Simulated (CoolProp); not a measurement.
Vapour-liquid equilibrium of R125 (1) + R143a (2) at 251.5 K; x and y are mole fractions of (1).

Model: multi-fluid Helmholtz-energy mixture model, Lemmon 2005 and Lemmon and Jacobsen 2000; pair parameters Lemmon 2004, in CoolProp.

**Question.** Give the bubble pressure and the first vapour's composition at x = 0.05, 0.65, 0.8. Is there an azeotrope?

**Answer.** x = 0.05: 2.959 bar, y = 0.048; x = 0.65: 3.011 bar, y = 0.671; x = 0.8: 3.068 bar, y = 0.820. y crosses x between x = 0.2 and 0.35: the model has an azeotrope there.

The pair parameters rest on a limited set of measurements; away from them the model extrapolates.
